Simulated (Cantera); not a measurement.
# Adiabatic ignition

An adiabatic, constant-pressure homogeneous reactor starts with 5.69 % CH3OH, 12.4 % O2, 81.9 % N2, equivalence ratio 0.69, at 1200 K and 10.0 bar.

Cantera simulation using GRI-Mech 3.0 (53 species, 325 reactions); the numbers are that mechanism's predictions, not measurements. GRI-Mech 3.0 was tuned for natural gas; its chemistry of methanol as a main component is partial and can be far from experiment.

```tsv
t (s)	T (K)	x CH3OH	x O2	x CH2CO	x C2H4	x H2O
9.00e-6	1200	0.0569	0.124	<1e-12	<1e-12	1.16e-7
2.05e-5	1200	0.0569	0.124	<1e-12	<1e-12	2.67e-7
4.65e-5	1200	0.0569	0.124	<1e-12	<1e-12	6.12e-7
0.000106	1200	0.0569	0.124	<1e-12	1.57e-12	1.44e-6
0.000240	1200	0.0569	0.124	<1e-12	3.58e-12	3.83e-6
0.000545	1200	0.0569	0.124	<1e-12	7.58e-12	1.64e-5
0.00124	1201	0.0565	0.124	7.40e-12	1.58e-11	0.000225
0.00281	2167	<1e-12	0.0375	<1e-12	<1e-12	0.110
0.00640	2166	<1e-12	0.0374	<1e-12	<1e-12	0.110
0.0145	2166	<1e-12	0.0372	<1e-12	<1e-12	0.110
0.0330	2164	<1e-12	0.0369	<1e-12	<1e-12	0.110
0.0750	2162	<1e-12	0.0364	<1e-12	<1e-12	0.110
0.170	2159	<1e-12	0.0357	<1e-12	<1e-12	0.110
0.387	2157	<1e-12	0.0352	<1e-12	<1e-12	0.110
0.880	2157	<1e-12	0.0351	<1e-12	<1e-12	0.110
2.00	2157	<1e-12	0.0351	<1e-12	<1e-12	0.110
```
x: mole fraction; the columns are a selection and need not sum to one.

```
Quantity                                                           Value
---------------------------------  -------------------------------------
time of steepest temperature rise                                1.90 ms
temperature at 2.00 s                                             2157 K
equilibrium temperature                                           2157 K
x(CH3OH) at 2.00 s                 <1e-12 (gas-phase equilibrium <1e-12)
x(O2) at 2.00 s                    0.0351 (gas-phase equilibrium 0.0351)
x(CH2CO) at 2.00 s                 <1e-12 (gas-phase equilibrium <1e-12)
```
